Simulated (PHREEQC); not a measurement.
# Leach liquor

Make-up at 25 °C: 0.035 mol/kgw H2SO4, 0.00089 mol/kgw Al2(SO4)3 and 4.4e-05 mol/kgw MnSO4. Closed to the air; pH follows from the charge balance.

The numbers come from PHREEQC with the ion-association model, phreeqc.dat.

```json
{
  "pH": "1.41",
  "ionic_strength": "0.0609 mol/kgw",
  "specific_conductance": "16300 µS/cm",
  "density": "1.000 g/cm³",
  "total_alkalinity": "-70.0 meq/kg"
}
```

| species | molality | activity | log γ |
|---|---|---|---|
| H+ | 0.0459 | 0.0388 | -0.073 |
| HSO4- | 0.0241 | 0.0195 | -0.092 |
| SO4-2 | 0.0119 | 0.00518 | -0.361 |
| AlSO4+ | 0.00128 | 0.00103 | -0.092 |
| Al+3 | 0.000285 | 6.31e-5 | -0.655 |
| Al(SO4)2- | 0.000209 | 0.000169 | -0.092 |
| Mn+2 | 3.11e-5 | 1.42e-5 | -0.339 |
| MnSO4 | 1.29e-5 | 1.31e-5 | 0.006 |
| AlHSO4+2 | 8.26e-6 | 3.55e-6 | -0.366 |
| AlOH+2 | 3.61e-8 | 1.61e-8 | -0.350 |

This is a speciation only: nothing precipitates in the calculation.
